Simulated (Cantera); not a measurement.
A freely propagating, adiabatic, planar premixed flame of CH₄ : C₂H₆ : O₂ : N₂ = 1 : 0.27 : 4.09 : 15.4 (molar parts), equivalence ratio 0.72, unburnt at 475 K and 3750 Torr; mixture-averaged transport, grid criteria slope 0.08 and curve 0.16, no radiation.

Computed with Cantera and GRI-Mech 3.0 (53 species, 325 reactions). Burning velocities carry a grid error of a few per cent, more on coarse grids.

Q: What does this change do: inlet temperature 475 to 700 K?

A: 
| quantity | before | after |
|---|---|---|
| laminar burning velocity | 30.1 cm/s | 79.8 cm/s |
| thermal thickness | 0.147 mm | 0.102 mm |
| peak x(HCO) | 1.02e-5 | 2.15e-5 |
| peak x(C₂H₂) | 0.000104 | 0.000151 |
| peak x(CH₂CO) | 0.000413 | 0.000482 |

Q: What does this change do: inlet temperature 475 to 650 K?

A: 
| quantity | before | after |
|---|---|---|
| laminar burning velocity | 30.1 cm/s | 65.4 cm/s |
| thermal thickness | 0.147 mm | 0.110 mm |
| peak x(HCO) | 1.02e-5 | 1.84e-5 |
| peak x(C₂H₂) | 0.000104 | 0.000138 |
| peak x(CH₂CO) | 0.000413 | 0.000466 |

Q: What does this change do: O2 4.09 to 3.1 parts?

A: 
| quantity | before | after |
|---|---|---|
| laminar burning velocity | 30.1 cm/s | 25.5 cm/s |
| thermal thickness | 0.147 mm | 0.179 mm |
| peak x(HCO) | 1.02e-5 | 9.82e-6 |
| peak x(C₂H₂) | 0.000104 | 0.000230 |
| peak x(CH₂CO) | 0.000413 | 0.000387 |
